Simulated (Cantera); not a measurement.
A perfectly stirred reactor is fed with 20.7 % H₂, 30.5 % O₂, 48.8 % N₂, equivalence ratio 0.34, at 0.300 bar; it is held at 1350 K, and followed from long to short residence time.

Model: GRI-Mech 3.0 (53 species, 325 reactions), integrated in Cantera. The temperature is held fixed by assumption; the heat of reaction is taken as removed at once.

x: mole fraction; the columns are a selection and need not sum to one.

| τ (s) | x H₂ | x O₂ | x OH | x NO | x HO₂ |
|---|---|---|---|---|---|
| 18 | 1.30e-5 | 0.224 | 0.000190 | 1.11e-6 | 4.93e-7 |
| 3.1 | 4.20e-5 | 0.224 | 0.000342 | 1.14e-6 | 1.49e-6 |
| 0.55 | … | 0.224 | … | … | … |
| 0.096 | … | 0.224 | … | … | … |
| 0.017 | 0.00127 | 0.224 | 0.00197 | 5.95e-7 | 2.45e-5 |
| 0.0029 | 0.00382 | 0.223 | 0.00360 | 1.32e-6 | 4.16e-5 |
| 0.00052 | 0.0105 | 0.222 | 0.00638 | 3.15e-6 | 5.35e-5 |

Q: What belongs in the gaps?

A: 
- 0.55, x H₂: 0.000132
- 0.55, x OH: 0.000610
- 0.55, x NO: 8.12e-7
- 0.55, x HO₂: 4.27e-6
- 0.096, x H₂: 0.000417
- 0.096, x OH: 0.00110
- 0.096, x NO: 5.32e-7
- 0.096, x HO₂: 1.12e-5
